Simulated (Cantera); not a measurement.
Feed: 1 mol SiC, 2 mol N2, held at 6.30 Pa.

These are equilibrium values from Cantera (NASA tables, ideal gas, pure condensed phases), not measurements of a reactor. Candidate condensed phases: C, Si, SiC, Si3N4; 20 gas species. Equilibrium is a limit: real reactors are often held back by kinetics, nucleation or transport.

### Question
What share of the Si ends up in condensed phases as a function of T (K), at 1548, 1698, 1848, 1998, 2148, 2298, 2448?

### Answer
```
T (K)  Si condensed (%)      as
-----  ----------------  ------
1548              100.0  SiC(s)
1698              100.0  SiC(s)
1848               99.4  SiC(s)
1998               91.6  SiC(s)
2148                0.0       -
2298                0.0       -
2448                0.0       -
```
